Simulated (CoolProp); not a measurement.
The fluid at 261.95 K and 0.0853 MPa expands adiabatically to 0.019 MPa with isentropic efficiency 0.85. The same conditions are run with several fluids, on thermodynamics alone (safety and materials aside).

The numbers come from the reference Helmholtz-energy equation of state of each fluid (R152A: Outcalt 1996; R13: Platzer 1990; chlorine: Thol 2021; nitrogen: Span 2000; CH2F2 (R32): Tillner-Roth 1997) in CoolProp. The equations of Platzer and Polt are older, rougher fits.

```tsv
fluid	work (kJ/kg)	final temperature (K)	final phase	final density (kg/m³)
R152A	…	…	gas	0.703
R13	…	218.9	gas	1.10
chlorine	33.0	206.9	…	0.812
nitrogen	80.6	…	gas	0.348
CH2F2 (R32)	…	199.7	gas	0.603
```

Question: Complete the blanks.

Answer: 
- R152A, work (kJ/kg): 37.1
- R152A, final temperature (K): 217.6
- R13, work (kJ/kg): 23.8
- chlorine, final phase: two-phase, vapour fraction 0.971
- nitrogen, final temperature (K): 184.2
- CH2F2 (R32), work (kJ/kg): 45.0
